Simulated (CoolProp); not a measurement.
Vapour-liquid equilibrium of n-hexane (1) + m-xylene (2) at 0.0198 MPa; x and y are mole fractions of (1).

The numbers come from the multi-fluid Helmholtz-energy mixture model, Thol 2019 and Zhou 2012; pair parameters Bell 2016 in CoolProp.

### Question
Give the bubble temperature and the first vapour's composition at x = 0.5, 0.575, 0.725. Is there an azeotrope?

### Answer
x = 0.5: 308.8 K, y = 0.947; x = 0.575: 306.4 K, y = 0.959; x = 0.725: 302.9 K, y = 0.975. No azeotrope shows between x = 0.05 and 0.95.

The pair parameters rest on a limited set of measurements; away from them the model extrapolates.
